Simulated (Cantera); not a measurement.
**Low-pressure radical oxidation in H2/O2**

A perfectly stirred reactor is fed with 5.36 % H₂, 94.0 % O₂, 0.630 % H₂O, at 0.00610 bar; it is held at 1275 K, and followed from long to short residence time.

Computed with Cantera and the H2/O2 subset of GRI-Mech 3.0, which has no nitrogen chemistry. Radical loss at walls, strong at low pressure, is not modelled. The temperature is held fixed by assumption; the heat of reaction is taken as removed at once.

| τ (s) | x H₂ | x O₂ | x H | x O | x H₂O₂ |
|---|---|---|---|---|---|
| 0.41 | 0.000594 | 0.921 | 0.00232 | 0.0152 | 4.12e-8 |
| 0.18 | 0.000866 | 0.914 | 0.00388 | 0.0213 | 4.35e-8 |
| 0.080 | 0.00121 | 0.908 | 0.00559 | 0.0269 | 4.54e-8 |
| 0.035 | 0.00173 | 0.903 | 0.00712 | 0.0305 | 4.83e-8 |
| 0.015 | 0.00269 | 0.901 | 0.00831 | 0.0317 | 5.42e-8 |
| 0.0068 | 0.00449 | 0.902 | 0.00912 | 0.0304 | 6.39e-8 |
| 0.0030 | 0.00818 | 0.905 | 0.00949 | 0.0269 | 7.77e-8 |
| 0.0013 | 0.0156 | 0.911 | 0.00873 | 0.0210 | 8.87e-8 |
x: mole fraction; the columns are a selection and need not sum to one.
